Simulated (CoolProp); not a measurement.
Vapour pressure (MPa) of toluene: the reference equation beside estimates from Tc = 591.7 K, pc = 4.126 MPa, ω = 0.266.

Computed with CoolProp (reference Helmholtz-energy equation of state, Lemmon 2006). It is a short technical equation, of lower accuracy than the large ones.

```
T (K)  reference  van der Waals  Peng-Robinson
-----  ---------  -------------  -------------
422.1     0.2689         0.9099         0.2679
426.6     0.2976         0.9596         0.2966
431.2     0.3293          1.012         0.3283
435.7     0.3627          1.065         0.3618
440.2     0.3986          1.120         0.3978
444.8     0.4381          1.178         0.4374
449.3     0.4795          1.237         0.4790
453.9     0.5248          1.298         0.5245
458.4     0.5722          1.361         0.5722
462.9     0.6227          1.425         0.6231
```

Absolute difference from the reference over all 10 rows, mean and median: van der Waals 178.4 and 174.9 %, Peng-Robinson 0.2 and 0.2 %.
